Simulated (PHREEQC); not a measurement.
Make-up at 25 °C: 5.8 mmol/kgw CuCl2, 17 mmol/kgw HCl and 66 mmol/kgw KCl. Closed to the air; pH follows from the charge balance.

Model: ion-association model, phreeqc.dat, run in PHREEQC.

This is a speciation only: nothing precipitates in the calculation.

Problem. Order these Cu species by the share of Cu that they hold, largest first: CuCl+, CuCl2, Cu+2.

Solution. Cu+2 (91 %), CuCl+ (9.2 %), CuCl2 (0.27 %)

The pH is 1.85 and the ionic strength 0.0993 mol/kgw. Species that the database lacks are ignored.
